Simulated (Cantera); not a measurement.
An isothermal, constant-pressure homogeneous reactor starts with 0.229 % CH₄, 99.5 % H₂, 0.249 % O₂, equivalence ratio 200, at 2600 K and 13300 Pa.

Model: GRI-Mech 3.0 (53 species, 325 reactions), integrated in Cantera.

x: mole fraction; the columns are a selection and need not sum to one.

```
t (s)        x CH₄   x H₂     x O₂     x OH     x HO₂    x C₂H₄
--------  --------  -----  -------  -------  --------  --------
0.000300   0.00156  0.974  5.18e-8  2.20e-5  4.70e-11       ___
0.000782  0.000856  0.960  1.68e-9  3.80e-5  3.01e-12       ___
0.00204   0.000201  0.945  3.37e-9  5.31e-5  4.36e-12       ___
0.00531    5.52e-5  0.928  4.78e-9  6.25e-5  4.69e-12       ___
0.0138     1.25e-5  0.908  4.77e-9  6.16e-5  3.61e-12       ___
0.0361     4.60e-8  0.896  5.11e-9  6.34e-5  3.42e-12  1.78e-11
0.0940    2.48e-11  0.895  5.23e-9  6.40e-5  3.46e-12    <1e-12
0.245     2.48e-11  0.895  5.23e-9  6.40e-5  3.46e-12    <1e-12
0.638     2.48e-11  0.895  5.23e-9  6.40e-5  3.46e-12    <1e-12
1.66      2.48e-11  0.895  5.23e-9  6.40e-5  3.46e-12    <1e-12
4.34      2.48e-11  0.895  5.23e-9  6.40e-5  3.46e-12    <1e-12
11.3      2.48e-11  0.895  5.23e-9  6.40e-5  3.46e-12    <1e-12
29.4      2.48e-11  0.895  5.23e-9  6.40e-5  3.46e-12    <1e-12
76.7      2.48e-11  0.895  5.23e-9  6.40e-5  3.46e-12    <1e-12
200       2.48e-11  0.895  5.23e-9  6.40e-5  3.46e-12    <1e-12
```

**Question.** Complete the blanks.

**Answer.** 
- 0.000300, x C₂H₄: 1.46e-6
- 0.000782, x C₂H₄: 1.27e-6
- 0.00204, x C₂H₄: 2.51e-7
- 0.00531, x C₂H₄: 7.80e-8
- 0.0138, x C₂H₄: 1.04e-8
